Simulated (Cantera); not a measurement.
A freely propagating, adiabatic, planar premixed flame of H2 : O2 : N2 : H2O = 1 : 0.263 : 1.11 : 0.097 (molar parts), equivalence ratio 1.9, unburnt at 300 K and 615 Torr; mixture-averaged transport, grid criteria slope 0.08 and curve 0.16, no radiation.

Cantera simulation using the H2/O2 subset of GRI-Mech 3.0, which has no nitrogen chemistry; the numbers are that mechanism's predictions, not measurements. Burning velocities carry a grid error of a few per cent, more on coarse grids.

### Question
Predict: laminar burning velocity; thermal thickness; peak x(HO2); peak x(O); peak x(H2O2).

### Answer
- laminar burning velocity: 248 cm/s
- thermal thickness: 0.399 mm
- peak x(HO2): 0.000443
- peak x(O): 0.00237
- peak x(H2O2): 0.000104
